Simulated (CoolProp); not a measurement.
Vapour-liquid equilibrium of nitrogen (1) + carbon monoxide (2) at 75.1 K; x and y are mole fractions of (1).

Values from CoolProp's multi-fluid Helmholtz-energy mixture model, Span 2000 and Lemmon 2006; pair parameters Gernert 2013.

```csv
x,"bubble pressure, mixture model (bar)","bubble pressure, Raoult's law (bar)","y, mixture model","y, Raoult's law"
0.05,0.4674,0.4642,0.088,0.083
0.125,0.4962,0.4883,0.207,0.197
0.2,0.5245,0.5125,0.313,0.301
0.275,0.5521,0.5366,0.406,0.395
0.35,0.5789,0.5608,0.489,0.481
0.425,0.6047,0.5849,0.564,0.560
0.5,0.6294,0.6091,0.632,0.632
0.575,0.6531,0.6332,0.695,0.699
0.65,0.6759,0.6574,0.754,0.761
0.725,0.6976,0.6815,0.809,0.819
0.8,0.7185,0.7057,0.862,0.873
0.875,0.7385,0.7298,0.914,0.923
0.95,0.7577,0.7540,0.965,0.970
```

The largest gap from Raoult's law is +3.4 % in bubble pressure, at x = 0.425. No azeotrope shows between x = 0.05 and 0.95.

The pair parameters rest on a limited set of measurements; away from them the model extrapolates.
